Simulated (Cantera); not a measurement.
A Cantera script and what it prints.

```python
import numpy as np
import cantera as ct

gas_names = """
    CL CL2 H HCL H2 Si SiCL SiCL2 SiCL3 SiCL4 SiH SiHCL3 SiH2 SiH2CL2 SiH3 SiH3CL SiH4 Si2 Si3
""".split()
cond_names = """
    Si(cr) Si(L)
""".split()


# ... load() reads the species with a 1 bar reference pressure and builds the phases ...
atoms = {
    'SiCl4': {'Si': 1, 'CL': 4},
    'Cl2': {'CL': 2},
    'H2': {'H': 2},
}
top_T = {}  # K; cautious upper limits of use, not melting points


# ... equilibrate(T, P, feed) seeds the gas with the atoms and calls Mixture.equilibrate('TP', solver="vcs", rtol=1e-11, max_steps=5000) ...
results = []
feed = {'SiCl4': 1, 'Cl2': 2.1, 'H2': 3.5}  # mol
P = 100000  # Pa
for T in [923, 973, 1023, 1073, 1123, 1173, 1223, 1273]:
    mix = equilibrate(T, P, feed)
    results.append((T, P, feed, dict(zip(mix.species_names, mix.species_moles))))

top = {s: max(r[3][s] / sum(r[3][g] for g in gas_names) for r in results) for s in gas_names}
cols = sorted((s for s in top if top[s] > 1e-05), key=lambda s: -top[s])[:8]
seen = [c for c in cond_names if any(r[3].get(c, 0) > 1e-12 for r in results)]
print("log10 of partial pressures in bar; condensed amounts in mol")
print(f"{'T/K':>10s}" + "".join(f"{s[:9]:>10s}" for s in cols + seen))
for T, P, feed, n in results:
    ng = sum(n[g] for g in gas_names)
    print(f"{T:10.4g}" + "".join(f"{np.log10(max(n[s] / ng * P / 1e5, 1e-99)):10.3f}" for s in cols)
          + "".join(f"{n.get(c, 0):10.4g}" for c in seen))
```

Result:

```
log10 of partial pressures in bar; condensed amounts in mol
       T/K       HCL        H2     SiCL4    SiHCL3     SiCL3     SiCL2
       923    -0.196    -0.674    -0.820    -3.746    -5.635    -8.845
       973    -0.196    -0.674    -0.820    -3.549    -5.126    -7.974
      1023    -0.196    -0.674    -0.821    -3.372    -4.669    -7.192
      1073    -0.196    -0.675    -0.821    -3.212    -4.255    -6.484
      1123    -0.196    -0.675    -0.822    -3.068    -3.879    -5.842
      1173    -0.195    -0.676    -0.824    -2.937    -3.537    -5.257
      1223    -0.195    -0.677    -0.826    -2.819    -3.225    -4.723
      1273    -0.194    -0.679    -0.829    -2.712    -2.940    -4.234
```

These are equilibrium values from Cantera (NASA tables, ideal gas, pure condensed phases), not measurements of a reactor. The tables' values for SiCl3 are old estimates; treat these amounts as uncertain.
